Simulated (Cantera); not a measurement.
**Cu + CO + H2 (metals in furnace atmospheres)**

Feed: 1 mol Cu, 0.14 mol CO, 5.3 mol H2, at 825 K and 64.0 Pa.

Method: chemical equilibrium by Gibbs-energy minimisation in Cantera with the NASA 1993 tables (ideal gas, pure condensed phases). Candidate condensed phases: C, C6H6, C7H8, C8H18, Cu, CuO, Cu(OH)2, Cu2O, H2O; 113 gas species. Rates play no part.

```yaml
x(H2): 0.974
x(CO): 0.0254
x(CH4): 0.000346
x(H2O): 0.000317
x(CO2): 2.95e-5
n(Cu(s)): 1.00 mol
gas_amount: 5.436 mol
log10 activity of C(graphite) (absent): -0.20
log10 activity of Cu(OH)2(s) (absent): -20.56
```
